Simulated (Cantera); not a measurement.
**Adiabatic ignition**

An adiabatic, constant-pressure homogeneous reactor starts with CH4 : H2 : O2 : N2 : H2O = 1 : 0.17 : 2.67 : 10.1 : 1.8 (molar parts), equivalence ratio 0.78, at 1800 K and 7500 Torr.

Computed with Cantera and GRI-Mech 3.0 (53 species, 325 reactions).

| t (s) | T (K) | x CH4 | x H2 | x O2 | x H2O2 | x H2O | x HO2 | x CO |
|---|---|---|---|---|---|---|---|---|
| 9.00e-6 | 1851 | 0.0504 | 0.0132 | 0.160 | 1.31e-5 | 0.125 | 0.000185 | 0.00313 |
| 2.33e-5 | 2819 | <1e-12 | 0.00862 | 0.0410 | 1.90e-6 | 0.229 | 2.37e-5 | 0.0132 |
| 6.01e-5 | 2820 | <1e-12 | 0.00854 | 0.0403 | 1.89e-6 | 0.229 | 2.33e-5 | 0.0130 |
| 0.000155 | 2816 | <1e-12 | 0.00856 | 0.0389 | 1.84e-6 | 0.229 | 2.26e-5 | 0.0130 |
| 0.000402 | 2809 | <1e-12 | 0.00859 | 0.0367 | 1.77e-6 | 0.229 | 2.13e-5 | 0.0130 |
| 0.00104 | 2804 | <1e-12 | 0.00862 | 0.0352 | 1.72e-6 | 0.230 | 2.04e-5 | 0.0130 |
| 0.00268 | 2804 | <1e-12 | 0.00862 | 0.0351 | 1.72e-6 | 0.230 | 2.03e-5 | 0.0130 |
| 0.00694 | 2804 | <1e-12 | 0.00862 | 0.0351 | 1.72e-6 | 0.230 | 2.03e-5 | 0.0130 |
| 0.0179 | 2804 | <1e-12 | 0.00862 | 0.0351 | 1.72e-6 | 0.230 | 2.03e-5 | 0.0130 |
| 0.0463 | 2804 | <1e-12 | 0.00862 | 0.0351 | 1.72e-6 | 0.230 | 2.03e-5 | 0.0130 |
| 0.120 | 2804 | <1e-12 | 0.00862 | 0.0351 | 1.72e-6 | 0.230 | 2.03e-5 | 0.0130 |
| 0.310 | 2804 | <1e-12 | 0.00862 | 0.0351 | 1.72e-6 | 0.230 | 2.03e-5 | 0.0130 |
| 0.800 | 2804 | <1e-12 | 0.00862 | 0.0351 | 1.72e-6 | 0.230 | 2.03e-5 | 0.0130 |
x: mole fraction; the columns are a selection and need not sum to one.

```json
{
 "time_of_steepest_temperature_rise": "12.4 µs",
 "temperature at 0.800 s": "2804 K",
 "equilibrium_temperature": "2804 K",
 "x(CH4) at 0.800 s": "<1e-12 (gas-phase equilibrium <1e-12)",
 "x(H2) at 0.800 s": "0.00862 (gas-phase equilibrium 0.00862)",
 "x(O2) at 0.800 s": "0.0351 (gas-phase equilibrium 0.0351)"
}
```
